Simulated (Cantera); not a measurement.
**SiCl4 + NH3 + N2 (silicon nitride deposition)**

Input: 1 mol SiCl4, 0.83 mol NH3, 7.9 mol N2, held at 51.8 Torr.

Cantera equilibrium calculation (NASA polynomials, part measured and part estimated; ideal gas, pure solids and liquids). Candidate condensed phases: NH4Cl, Si, Si3N4; 28 gas species. The tables' values for SiCl3, SiCl are old estimates; treat these amounts as uncertain. Equilibrium is a limit: real reactors are often held back by kinetics, nucleation or transport.

From 925 °C to 1325 °C the condensed part is Si3N4(s). From 1375 °C to 1575 °C nothing is condensed. The main Si-bearing gas is SiCl4 at 925 °C and SiCl2 at 1575 °C.

```tsv
T (°C)	x N2	x HCl	x SiCl2	x SiCl4	x H2	x SiCl3	x Cl	x SiHCl3	n Si3N4(s)
925	0.749	0.165	0.000123	0.0512	0.0336	0.000844	5.65e-7	0.000281	0.146
975	0.748	0.167	0.000374	0.0500	0.0326	0.00161	1.40e-6	0.000344	0.147
1025	0.748	0.168	0.00103	0.0482	0.0318	0.00289	3.24e-6	0.000412	0.145
1075	0.747	0.169	0.00261	0.0455	0.0312	0.00487	7.00e-6	0.000478	0.142
1125	0.745	0.168	0.00604	0.0414	0.0310	0.00765	1.42e-5	0.000536	0.133
1175	0.743	0.166	0.0127	0.0354	0.0312	0.0111	2.69e-5	0.000569	0.117
1225	0.740	0.161	0.0241	0.0273	0.0322	0.0144	4.75e-5	0.000561	0.0902
1275	0.736	0.154	0.0404	0.0184	0.0344	0.0163	7.78e-5	0.000501	0.0526
1325	0.732	0.143	0.0595	0.0105	0.0380	0.0159	0.000118	0.000398	0.00772
1375	0.729	0.147	0.0664	0.00679	0.0355	0.0143	0.000208	0.000273	0
1425	0.727	0.153	0.0700	0.00454	0.0324	0.0127	0.000363	0.000185	0
1475	0.725	0.157	0.0730	0.00299	0.0301	0.0111	0.000606	0.000126	0
1525	0.724	0.160	0.0754	0.00196	0.0284	0.00955	0.000972	8.71e-5	0
1575	0.723	0.162	0.0773	0.00128	0.0272	0.00818	0.00150	6.06e-5	0
```
x: gas mole fraction; n: condensed amount in mol.
